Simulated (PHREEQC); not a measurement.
Make-up at 25 °C: 48 mmol/kgw HF, 32 mmol/kgw H2SiF6 and 1.4 mmol/kgw HBF4. Closed to the air; pH follows from the charge balance.

Model: ion-association model, wateq4f.dat, run in PHREEQC.

```tsv
quantity	before	after
pH	1.26	1.26
ionic strength (mol/kgw)	0.0981	0.0982
HF (mol/kgw)	0.0391	0.0357
H2F2 (mol/kgw)	0.00407	0.00571
F- (mol/kgw)	0.000639	0.000749
HF2- (mol/kgw)	9.79e-5	9.06e-5
SI of Quartz (SiO2)	-3.20	-4.02
```

### Question
Which change was made?
A) H2SiF6 from 0.032 to 0.0288 mol/kgw
B) HBF4 replaced by (NH4)2SiF6 at the same molality
C) HBF4 from 0.0014 to 0.00154 mol/kgw
D) HBF4 from 0.0014 to 0.0007 mol/kgw
E) temperature from 25 to 10 °C

### Answer
E, temperature from 25 to 10 °C

This is a speciation only: nothing precipitates in the calculation. Constants without temperature data keep their 25 °C values here. SiF6-2 is the database's only silicon fluoride. Real BF4- forms and hydrolyses slowly; the run takes it at equilibrium.
